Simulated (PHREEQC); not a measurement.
4.3 g of hydrous ferric oxide (600 m²/g; 0.2 weak and 0.005 strong sites per Fe, Dzombak-Morel constants, diffuse double layer) in 1 kg of water with 0.1 mol/kgw of an inert sodium salt and 0.0098 mmol/kgw CaCl2, at 25 °C; the pH is set by adding NaOH or the inert anion's acid. O2 is buffered at 0.21 atm. CO2 from the air is kept out. No solid was allowed to form.

The series has 13 steps of pH, from 4 to 12.

All values are PHREEQC results (ion-association model, wateq4f.dat), not measurements.

Near which pH is half of the Ca sorbed, and on which side is more sorbed?

Near pH 7.6, with more sorbed at higher pH.
